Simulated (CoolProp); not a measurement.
A closed Brayton cycle with nitrogen: compressor inlet 331.15 K and 4.3 MPa, high pressure 12.9 MPa, turbine inlet 735 K, compressor efficiency 0.8, turbine efficiency 0.93, recuperator effectiveness 0 (on enthalpy, no pinch check). Each further row changes one setting.

Model: reference Helmholtz-energy equation of state, Span 2000, in CoolProp.

```tsv
case	thermal efficiency (%)	net work (kJ/kg)	compressor to turbine work	compressor exit (K)	turbine exit (K)
as stated	12.8	35.7	0.82	484.7	556.6
turbine inlet 685 K	9.9	22.0	0.88	484.7	517.3
compressor inlet 341.15 K	11.6	30.6	0.85	499.2	556.6
high pressure 11 MPa	12.3	37.6	0.78	459.4	579.7
recuperator effectiveness 0.5	14.9	35.7	0.82	484.7	556.6
```
